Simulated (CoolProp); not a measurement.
Computed with CoolProp (reference Helmholtz-energy equation of state, Lemmon 2006). It is a short technical equation, of lower accuracy than the large ones.

### Question
Give the vapour pressure (MPa), vapour density (kg/m³), surface tension (mN/m) of saturated carbon monoxide at -181.25, -159.05, -155.35 °C.

### Answer
```tsv
T (°C)	p (MPa)	vapour density (kg/m³)	surface tension (mN/m)
-181.25	0.283	11.3	7.36
-159.05	1.36	54.2	3.00
-155.35	1.67	68.5	2.33
```

Surface tension comes from a separate correlation (Mulero 2012).
